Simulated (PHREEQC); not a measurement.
Consider water at 20 °C with 0.048 mol/kgw HF, 0.0067 mol/kgw NH4F and 0.082 mol/kgw H2SO4. Closed to the air; pH follows from the charge balance.

The numbers come from PHREEQC with the ion-association model, wateq4f.dat.

| Property | Value |
|---|---|
| pH | 1.10 |
| ionic strength | 0.122 mol/kgw |
| total alkalinity | -212 meq/kg |

```csv
species,molality,activity,log γ
H+,0.0961,0.0786,-0.087
HSO4-,0.0619,0.0473,-0.117
HF,0.0425,0.0437,0.012
SO4-2,0.0196,0.00689,-0.454
NH4+,0.00615,0.00475,-0.112
H2F2,0.00577,0.00593,0.012
NH4SO4-,0.000546,0.000421,-0.112
F-,0.000541,0.000405,-0.126
HF2-,8.69e-5,6.50e-5,-0.126
```

Precipitation was switched off in this run. Species that the database lacks are ignored. wateq4f.dat counts part of the HF as a dimer, H2F2, which phreeqc.dat doesn't know; its constant is uncertain.
